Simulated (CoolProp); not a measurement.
Saturation properties of propylene.

Values from CoolProp's reference Helmholtz-energy equation of state, Lemmon 2013.

| T (K) | p (MPa) | vapour density (kg/m³) | surface tension (mN/m) |
|---|---|---|---|
| 252 | 0.2935 | 6.378 | 13.0 |
| 259 | 0.3735 | 8.018 | 12.1 |
| 266 | 0.4690 | 9.969 | 11.1 |
| 273 | 0.5815 | 12.27 | 10.2 |
| 280 | 0.7128 | 14.99 | 9.28 |
| 287 | 0.8649 | 18.16 | 8.37 |
| 294 | 1.039 | 21.88 | 7.48 |
| 301 | 1.239 | 26.24 | 6.60 |
| 308 | 1.464 | 31.34 | 5.74 |
| 315 | 1.719 | 37.35 | 4.91 |

It boils at 225.5 K under 1 atm.

Surface tension comes from a separate correlation (Mulero 2012).
